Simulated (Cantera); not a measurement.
Input: 1 mol SiF4, a varied amount of H2O, equilibrated at 627 °C and 7.50 Torr.

Cantera equilibrium calculation (NASA polynomials, part measured and part estimated; ideal gas, pure solids and liquids). Candidate condensed phases: H2O, Si, SiO2; 38 gas species. Kinetics and transport are ignored.

x: gas mole fraction; n: condensed amount in mol.

| n(H2O) (mol) | x H2O | x HF | x SiF4 | x H2F2 | x H2 | x O2 | n SiO2(β-quartz) |
|---|---|---|---|---|---|---|---|
| 0.57 | 0.114 | 0.421 | 0.465 | 1.03e-7 | 3.00e-8 | 1.48e-8 | 0.185 |
| 1.8 | … | 0.530 | … | 1.63e-7 | … | … | … |
| 3 | 0.395 | 0.517 | 0.0885 | 1.55e-7 | 6.86e-8 | 3.39e-8 | 0.594 |
| 4.3 | 0.474 | 0.481 | 0.0459 | 1.34e-7 | 7.74e-8 | 3.83e-8 | 0.724 |
| 5.5 | … | … | … | … | 8.36e-8 | 4.13e-8 | 0.809 |
| 6.7 | 0.579 | 0.405 | 0.0155 | 9.54e-8 | 8.86e-8 | 4.38e-8 | 0.868 |
| 7.9 | 0.620 | 0.370 | 0.00941 | 7.97e-8 | 9.27e-8 | 4.58e-8 | 0.908 |
| 9.2 | 0.658 | 0.336 | 0.00570 | 6.58e-8 | 9.64e-8 | 4.76e-8 | 0.936 |
| 10 | 0.678 | 0.318 | 0.00427 | 5.87e-8 | 9.84e-8 | 4.86e-8 | 0.949 |
| 12 | 0.720 | 0.278 | 0.00221 | 4.48e-8 | 1.02e-7 | 5.06e-8 | 0.969 |

Problem. Fill in the missing entries.

Solution. 
- 5.5, x H2O: 0.531
- 5.5, x HF: 0.443
- 5.5, x SiF4: 0.0262
- 5.5, x H2F2: 1.14e-7
- 1.8, x H2O: 0.293
- 1.8, x SiF4: 0.177
- 1.8, x H2: 5.62e-8
- 1.8, x O2: 2.77e-8
- 1.8, n SiO2(β-quartz): 0.428
